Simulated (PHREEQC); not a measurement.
0.03 g of hydrous ferric oxide (600 m²/g; 0.2 weak and 0.005 strong sites per Fe, Dzombak-Morel constants, diffuse double layer) in 1 kg of water with 0.3 mol/kgw of an inert sodium salt, at 25 °C; the pH is set by adding NaOH or the inert anion's acid. Oxygen is held at 0.21 atm. CO2 from the air is kept out. Precipitation was switched off in this run.

Base run: PHREEQC, ion-association model, wateq4f.dat. Each further column changes one thing. The table gives surface charge σ (C/m²).

```json
[
 {"pH": "3", "base": "0.368", "background salt from 0.3 to 0.03 mol/kgw": "0.350", "oxide from 0.03 to 0.15 g/kgw": "0.368", "4.1e-05 mol/kgw MgCl2 added": "0.368"},
 {"pH": "4.33", "base": "0.331", "background salt from 0.3 to 0.03 mol/kgw": "0.232", "oxide from 0.03 to 0.15 g/kgw": "0.331", "4.1e-05 mol/kgw MgCl2 added": "0.331"},
 {"pH": "5", "base": "0.269", "background salt from 0.3 to 0.03 mol/kgw": "0.157", "oxide from 0.03 to 0.15 g/kgw": "0.269", "4.1e-05 mol/kgw MgCl2 added": "0.269"},
 {"pH": "6.33", "base": "0.121", "background salt from 0.3 to 0.03 mol/kgw": "0.056", "oxide from 0.03 to 0.15 g/kgw": "0.121", "4.1e-05 mol/kgw MgCl2 added": "0.121"},
 {"pH": "7.67", "base": "0.024", "background salt from 0.3 to 0.03 mol/kgw": "0.009", "oxide from 0.03 to 0.15 g/kgw": "0.024", "4.1e-05 mol/kgw MgCl2 added": "0.025"},
 {"pH": "9", "base": "-0.051", "background salt from 0.3 to 0.03 mol/kgw": "-0.021", "oxide from 0.03 to 0.15 g/kgw": "-0.051", "4.1e-05 mol/kgw MgCl2 added": "-0.023"},
 {"pH": "9.67", "base": "-0.101", "background salt from 0.3 to 0.03 mol/kgw": "-0.045", "oxide from 0.03 to 0.15 g/kgw": "-0.101", "4.1e-05 mol/kgw MgCl2 added": "-0.033"},
 {"pH": "11", "base": "-0.244", "background salt from 0.3 to 0.03 mol/kgw": "-0.137", "oxide from 0.03 to 0.15 g/kgw": "-0.244", "4.1e-05 mol/kgw MgCl2 added": "-0.044"}
]
```

The oxide is taken as insoluble; below pH 4 it would dissolve.
